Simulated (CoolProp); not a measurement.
Values from CoolProp's reference Helmholtz-energy equation of state, Span 1996.

**Question.** Give the vapour pressure (bar), vapour density (kg/m³), enthalpy of vaporisation (kJ/kg), liquid viscosity (µPa s) of saturated carbon dioxide at -31.55 °C.

**Answer.** 
```tsv
T (°C)	p (bar)	vapour density (kg/m³)	enthalpy of vaporisation (kJ/kg)	liquid viscosity (µPa s)
-31.55	13.5	35.2	307	168
```

Viscosity comes from a separate model (Laesecke 2017).
